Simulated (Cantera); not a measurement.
Cantera run, input and output.

```python
import numpy as np
import cantera as ct

gas = ct.Solution("SiF4_NH3_mec.yaml", "gas")
gas.TPX = 2273, 100000, {'NH3': 1, 'N2': 3}
reactor = ct.IdealGasConstPressureReactor(gas, energy="off", clone=False)
net = ct.ReactorNet([reactor])
net.rtol, net.atol = 1e-08, 1e-18
show = ['NH3', 'N2H4', 'H', 'N2', 'N2H2']
times = np.geomspace(0.0002, 80, 9)

steps = ct.SolutionArray(gas, extra=["t"])
rows = []
print(f"{'t/s':>10s}{'T/K':>9s}{'P/Pa':>11s}" + "".join(f"{s:>11s}" for s in show))
for t in times:
    while net.time < t:
        t_next = net.step()
        steps.append(gas.state, t=t_next)
    rows.append([np.interp(t, steps.t, y) for y in (steps.T, steps.P, *steps(*show).X.T)])
    print(f"{t:10.3e}{rows[-1][0]:9.1f}{rows[-1][1]:11.4g}" + "".join(f"{x:11.3e}" for x in rows[-1][2:]))
rate = np.gradient(steps.T, steps.t)
print("integrator steps:", len(steps.t))
if steps.T.max() > steps.T[0] + 200:
    print(f"time of steepest temperature rise: {steps.t[rate.argmax()]:.4e} s")
gas.TPX = 2273, 100000, {'NH3': 1, 'N2': 3}
gas.equilibrate("TP")
print(f"equilibrium (TP): T = {gas.T:.1f} K  " + "  ".join(f"{s} {gas[s].X[0]:.3e}" for s in show))
```

It prints:

```
       t/s      T/K       P/Pa        NH3       N2H4          H         N2       N2H2
 2.000e-04   2273.0      1e+05  2.326e-01  2.823e-07  6.211e-05  7.461e-01  4.588e-06
 1.003e-03   2273.0      1e+05  1.753e-01  1.256e-07  2.264e-04  7.347e-01  3.054e-06
 5.030e-03   2273.0      1e+05  4.919e-02  1.807e-08  8.116e-04  7.094e-01  6.962e-07
 2.522e-02   2273.0      1e+05  2.206e-04  6.436e-12  4.210e-03  6.986e-01  9.106e-10
 1.265e-01   2273.0      1e+05  9.632e-06  1.471e-14  4.608e-03  6.984e-01  4.986e-12
 6.343e-01   2273.0      1e+05  2.257e-06  8.095e-16  4.608e-03  6.984e-01  2.864e-12
 3.181e+00   2273.0      1e+05  1.829e-06  5.321e-16  4.608e-03  6.984e-01  2.821e-12
 1.595e+01   2273.0      1e+05  1.829e-06  5.321e-16  4.608e-03  6.984e-01  2.821e-12
 8.000e+01   2273.0      1e+05  1.829e-06  5.321e-16  4.608e-03  6.984e-01  2.821e-12
integrator steps: 1688
equilibrium (TP): T = 2273.0 K  NH3 1.829e-06  N2H4 5.321e-16  H 4.608e-03  N2 6.984e-01  N2H2 2.821e-12
```

Computed with Cantera and the gas-phase N/H chemistry of the illustrative SiF4/NH3 mechanism in the Surface Chemkin manual (1991). Walls and surfaces, which speed up NH3 decomposition in real reactors, are not modelled.
